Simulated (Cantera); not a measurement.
Feed: 1 mol n-butane, 0.21 mol H₂O, 0.22 mol N₂, at 2773 K and 11.0 mbar.

Cantera equilibrium calculation (NASA polynomials, part measured and part estimated; ideal gas, pure solids and liquids). Candidate condensed phases: C, C₆H₆, C₇H₈, C₈H₁₈, H₂O; 136 gas species. Kinetics and transport are ignored.

Base state: H 0.472, H₂ 0.444, CO 0.0283, N₂ 0.0217, C₂H₂ (acetylene) 0.0135, HCN 0.0128, C₃ 0.00205, HNC 0.00199 (mole fractions); condensed: C(graphite).

Problem. What changes in the equilibrium state with this change: pressure from 11.0 mbar to 4.10 mbar?

Solution. 
```csv
species,before,after
H,0.472,0.629
H₂,0.444,0.294
CO,0.0283,0.0252
C₂H₂ (acetylene),0.0135,0.00895
HCN,0.0128,0.00996
N₂,0.0217,0.0197
C₃,0.00205,0.00551
C,0.000445,0.00119
C₂,0.000199,0.000535
"C(graphite), mol",3.39,3.33
```

Problem. What changes in the equilibrium state with this change: 0.82 mol CO₂ added?

Solution. 
```json
[
 {"species": "H", "before": "0.472", "after": "0.414"},
 {"species": "H₂", "before": "0.444", "after": "0.341"},
 {"species": "CO", "before": "0.0283", "after": "0.201"},
 {"species": "C₂H₂ (acetylene)", "before": "0.0135", "after": "0.0104"},
 {"species": "HCN", "before": "0.0128", "after": "0.0101"},
 {"species": "N₂", "before": "0.0217", "after": "0.0175"},
 {"species": "C₂H₂ (vinylidene)", "before": "2.41e-5", "after": "1.85e-5"},
 {"species": "C₄H₂", "before": "0.000171", "after": "0.000131"},
 {"species": "HNC", "before": "0.00199", "after": "0.00157"},
 {"species": "C₂H", "before": "0.00173", "after": "0.00152"},
 {"species": "CH", "before": "2.09e-5", "after": "1.83e-5"},
 {"species": "C(graphite), mol", "before": "3.39", "after": "2.56"}
]
```
